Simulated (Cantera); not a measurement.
Cantera run:

```python
import numpy as np
import cantera as ct

gas_names = """
    C CH CH2 CH3 CH2OH CH3O CH4 CH3OH CO CO2 COOH C2 C2H CHCO,ketyl C2H2,acetylene C2H2,vinylidene
    CH2CO,ketene C2H3,vinyl CH3CO,acetyl C2H4 C2H4O,ethylen CH3CHO,ethanal CH3COOH (HCOOH)2 C2H5 C2H6
    CH3OCH3 C2H5OH C2O C3 C3H3,propargyl C3H4,allene C3H4,propyne C3H4,cyclo- C3H5,allyl C3H6,propylene
    C3H6,cyclo- C3H6O C3H7,n-propyl C3H7,i-propyl C3H8 C3H8O,1propanol C3H8O,2propanol C3O2 C4 C4H2
    C4H4,1,3-cyclo- C4H6,butadiene C4H6,2-butyne C4H6,cyclo- C4H8,1-butene C4H8,cis2-buten
    C4H8,tr2-butene C4H8,isobutene C4H8,cyclo- (CH3COOH)2 C4H9,n-butyl C4H9,i-butyl C4H9,s-butyl
    C4H9,t-butyl C4H10,isobutane C4H10,n-butane C5 C5H6,1,3cyclo- C5H8,cyclo- C5H10,1-pentene
    C5H10,cyclo- C5H11,pentyl C5H11,t-pentyl C5H12,n-pentane C5H12,i-pentane CH3C(CH3)2CH3 C6H2
    C6H5,phenyl C6H5O,phenoxy C6H6 C6H5OH,phenol C6H10,cyclo- C6H12,1-hexene C6H12,cyclo- C6H13,n-hexyl
    C7H7,benzyl C7H8 C7H8O,cresol C7H14,1-heptene C7H15,n-heptyl C7H16,n-heptane C8H8,styrene
    C8H10,ethylbenz C8H16,1-octene C8H17,n-octyl C8H18,isooctane C8H18,n-octane C9H19,n-nonyl
    C10H8,naphthale C10H21,n-decyl C12H9,o-bipheny C12H10,bipheny H HCO HO2 H2 HCHO,formaldehy HCOOH H2O
    H2O2 O OH O2 O3 Si SiC SiC2 SiC4H12 SiH SiH2 SiH3 SiH4 SiO SiO2 Si2 Si2C Si3
""".split()
cond_names = """
    C(gr) C6H6(L) C7H8(L) C8H18(L),n-octa H2O(s) H2O(L) Si(cr) Si(L) SiC(b) SiO2(Lqz) SiO2(hqz) SiO2(L)
""".split()


def load(file, names, dense=False):
    # The tables refer to 1 bar. Condensed volumes are neglected.
    table = {s.name: s for s in ct.Species.list_from_file(file)}
    out = []
    for n in names:
        d = dict(table[n].input_data)
        d["thermo"] = dict(d["thermo"], **{"reference-pressure": 1e5})
        if dense:
            d["equation-of-state"] = {"model": "constant-volume", "density": "1e6 g/cm^3"}
        out.append(ct.Species.from_dict(d))
    return out


gas = ct.Solution(thermo="ideal-gas", species=load("nasa_gas.yaml", gas_names))
cond = {s.name: ct.Solution(thermo="fixed-stoichiometry", species=[s], name=s.name)
        for s in load("nasa_condensed.yaml", cond_names, dense=True)}
atoms = {
    'SiC': {'Si': 1, 'C': 1},
    'O2': {'O': 2},
    'H2': {'H': 2},
}
top_T = {'C(gr)': 4500, 'SiC(b)': 3050}  # K; cautious upper limits of use, not melting points


def equilibrate(T, P, feed):
    n = {}
    for name, mol in feed.items():
        for a, k in atoms[name].items():
            n[a] = n.get(a, 0.0) + k * mol
    gas.TPX = T, P, n
    mass = sum(n.values()) * gas.mean_molecular_weight
    gas.equilibrate("TP")
    valid = [c for c in cond.values() if c.min_temp <= T <= top_T.get(c.name, c.max_temp)]
    mix = ct.Mixture([(gas, mass / gas.mean_molecular_weight)] + [(c, 0.0) for c in valid])
    mix.T, mix.P = T, P
    mix.equilibrate("TP", solver="vcs", rtol=1e-11, max_steps=5000)
    return mix


results = []
feed = {'SiC': 1, 'O2': 0.0012, 'H2': 380}  # mol
T = 925  # K
for P in [0.1, 2.5, 63, 1600, 40000, 1000000]:
    mix = equilibrate(T, P, feed)
    results.append((T, P, feed, dict(zip(mix.species_names, mix.species_moles))))

top = {s: max(r[3][s] / sum(r[3][g] for g in gas_names) for r in results) for s in gas_names}
cols = sorted((s for s in top if top[s] > 1e-06), key=lambda s: -top[s])[:9]
seen = [c for c in cond_names if any(r[3].get(c, 0) > 1e-12 for r in results)]
print("log10 of partial pressures in bar; condensed amounts in mol")
print(f"{'P/Pa':>10s}" + "".join(f"{s[:9]:>10s}" for s in cols + seen))
for T, P, feed, n in results:
    ng = sum(n[g] for g in gas_names)
    print(f"{P:10.4g}" + "".join(f"{np.log10(max(n[s] / ng * P / 1e5, 1e-99)):10.3f}" for s in cols)
          + "".join(f"{n.get(c, 0):10.4g}" for c in seen))
```

It prints:

```
log10 of partial pressures in bar; condensed amounts in mol
      P/Pa        H2       CH4      SiH4        CO       SiO    Si(cr)    SiC(b) SiO2(hqz)
       0.1    -6.000   -14.852   -19.994   -11.504   -11.512         0    0.9988 2.018e-05
       2.5    -4.602   -11.257   -17.997   -10.307   -11.911         0    0.9992 0.0008153
        63    -3.201    -8.708   -14.941   -10.687   -11.784         0    0.9988  0.001193
      1600    -1.796    -7.296   -10.733   -12.784   -11.085         0    0.9988    0.0012
     4e+04    -0.398    -5.159    -7.279   -13.771   -10.756  0.005342    0.9934    0.0012
     1e+06     1.000    -2.363    -4.483   -13.771   -10.756    0.1621    0.8354    0.0012
```

Cantera equilibrium calculation (NASA polynomials, part measured and part estimated; ideal gas, pure solids and liquids).
